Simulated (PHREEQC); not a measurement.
Make-up at 25 °C: 0.014 mol ZnSO4, 8.2e-05 mol NaCl and 0.002 mol HCl per kg of water. Closed to the air; pH follows from the charge balance.

All values are PHREEQC results (ion-association model, phreeqc.dat), not measurements.

```tsv
quantity	before	after
pH	2.91	3.77
ionic strength (mol/kgw)	0.0378	0.00502
```

Question: Name the change that produced these shifts.
A) NaCl left out
B) ZnSO4 from 0.014 to 0.07 mol/kgw
C) diluted 10-fold with water
D) temperature from 25 to 55 °C
E) NaCl from 8.2e-05 to 0.00082 mol/kgw

Answer: C, diluted 10-fold with water

This is a speciation only: nothing precipitates in the calculation.
